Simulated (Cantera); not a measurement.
Charge: 1 mol CS₂, 0.018 mol SO₂, 1.5 mol H₂, equilibrated at 22.0 bar.

Points: T (K) = 1075, 1150, 1225, 1300, 1375, 1450, 1525, 1600, 1675, 1750.

Cantera's Mixture.equilibrate('TP', solver="vcs", rtol=1e-11, max_steps=5000) on the NASA tables stopped like this:

```
ERROR: FAILURE its = 5001!

*******************************************************************************
CanteraError thrown by MultiPhase::equilibrate:
VCS solver failed. Return code: -1
*******************************************************************************
```

Question: What got this run through?

Answer: This is not unique; one that fits is The failure is numerical, not chemical. The same input converged with solver="gibbs", rtol=1e-10, max_steps=50000, and the result passed a check of the equilibrium conditions:
```
log10 of partial pressures in bar; condensed amounts in mol
       T/K       H2S        H2       CS2        S2        CO       COS        SH     C(gr)
      1075     1.251    -0.356     0.458    -0.395    -0.735    -0.628    -3.190     0.729
      1150     1.239    -0.108     0.477    -0.345    -0.607    -0.759    -2.805    0.7157
      1225     1.220     0.099     0.501    -0.293    -0.529    -0.904    -2.469    0.6974
      1300     1.196     0.271     0.530    -0.240    -0.484    -1.051    -2.173    0.6742
      1375     1.166     0.413     0.561    -0.187    -0.459    -1.193    -1.913    0.6468
      1450     1.131     0.530     0.592    -0.136    -0.447    -1.328    -1.683     0.616
      1525     1.090     0.626     0.621    -0.089    -0.442    -1.454    -1.480     0.583
      1600     1.045     0.704     0.649    -0.045    -0.441    -1.572    -1.299    0.5492
      1675     0.997     0.769     0.673    -0.006    -0.444    -1.682    -1.139    0.5156
      1750     0.946     0.822     0.694     0.029    -0.448    -1.783    -0.996    0.4831
```

The gas is ideal and each condensed phase is pure. Gases not in the tables: S3 to S7.
